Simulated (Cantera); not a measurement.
A perfectly stirred reactor is fed with 16.5 % CO, 5.76 % H₂, 16.4 % O₂, 61.4 % N₂, equivalence ratio 0.68, at 8250 Torr; it is adiabatic with a 475 K inlet, and is followed from long to short residence time, starting on the burning branch (τ in s: 0.089, 0.049, 0.027, 0.015, 0.0081, 0.0044, 0.0024, 0.0013, 0.00074, 0.0004, 0.00022, 0.00012, 6.7e-05).

Detailed kinetics in Cantera: GRI-Mech 3.0 (53 species, 325 reactions). The hydrogen kinetics of GRI-Mech 3.0 are dated; newer H2 mechanisms differ, most at raised pressure.

One state of this run: T (K) = 2213; x CO = 0.00206; x H₂ = 0.000126; x O₂ = 0.0587; x H₂O = 0.0637; x O = 0.000258; x H₂O₂ = 1.91e-7; x H = 2.49e-5. x: mole fraction; the columns are a selection and need not sum to one.

Problem. Which value of τ (s) does it belong to?
A) 0.015
B) 0.00012
C) 0.0044
D) 0.00022

Solution. A, 0.015
